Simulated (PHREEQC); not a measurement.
**Metal-bearing waste water: an equilibrium model**

Make-up at 36 °C: 0.05 mol/kgw Pb(NO3)2, 0.054 mol/kgw NaF and 0.0031 mol/kgw NaCl. Closed to the air; pH follows from the charge balance.

The numbers come from PHREEQC with the ion-association model, wateq4f.dat.

| Quantity | Value |
|---|---|
| pH | 5.47 |
| ionic strength | 0.160 mol/kgw |

```tsv
species	molality	activity	log γ
NO3-	0.0888	0.0630	-0.149
Na+	0.0564	0.0424	-0.124
F-	0.0396	0.0285	-0.142
Pb+2	0.0281	0.00901	-0.495
PbNO3+	0.0112	0.00840	-0.124
PbF+	0.00608	0.00457	-0.124
PbF2	0.00257	0.00266	0.016
```

Precipitation was switched off in this run. Examples of supersaturated solids here: Matlockite, PbF2. Others may be too. Species that the database lacks are ignored. Constants without temperature data keep their 25 °C values here.
